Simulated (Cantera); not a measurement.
**Equilibrium for calcination and drying: MgCO3 + H2 + H2O + C**

Charge: 1 mol MgCO3, 3.5 mol H2, 0.68 mol H2O, 0.056 mol C, at 0.120 bar.

Equilibrium computed with Cantera from the NASA thermochemical tables; the gas is ideal and each condensed phase is pure. Candidate condensed phases: C, C6H6, C7H8, C8H18, H2O, Mg, MgCO3, MgO, Mg(OH)2; 116 gas species. The tables' values for MgH are old estimates; treat these amounts as uncertain. Kinetics and transport are ignored.

| T (K) | x H2 | x H2O | x CO | x CH4 | x CO2 | x H | x Mg | x OH | n MgO(s) |
|---|---|---|---|---|---|---|---|---|---|
| 673 | 0.324 | 0.419 | 0.00711 | 0.137 | 0.113 | <1e-12 | <1e-12 | <1e-12 | 1.00 |
| 873 | 0.582 | 0.215 | 0.101 | 0.00255 | 0.0993 | 1.03e-10 | <1e-12 | <1e-12 | 1.00 |
| 1073 | 0.553 | 0.245 | 0.136 | 8.12e-6 | 0.0653 | 3.01e-8 | <1e-12 | 4.98e-11 | 1.00 |
| 1273 | 0.534 | 0.264 | 0.155 | 1.45e-7 | 0.0463 | 1.50e-6 | 1.62e-11 | 8.56e-9 | 1.00 |
| 1473 | 0.523 | 0.275 | 0.166 | 7.69e-9 | 0.0353 | 2.64e-5 | 7.82e-9 | 3.61e-7 | 1.00 |
| 1673 | 0.517 | 0.282 | 0.173 | 8.33e-10 | 0.0285 | 0.000236 | 8.40e-7 | 6.20e-6 | 1.000 |
| 1873 | 0.511 | 0.286 | 0.177 | 1.47e-10 | 0.0241 | 0.00133 | 3.25e-5 | 5.78e-5 | 1.000 |
| 2073 | 0.504 | 0.288 | 0.180 | 3.60e-11 | 0.0212 | 0.00539 | 0.000606 | 0.000350 | 0.996 |
| 2273 | 0.485 | 0.291 | 0.179 | 1.04e-11 | 0.0194 | 0.0169 | 0.00645 | 0.00157 | 0.963 |
x: gas mole fraction; n: condensed amount in mol.

From 673 K to 2273 K the condensed part is MgO(s).
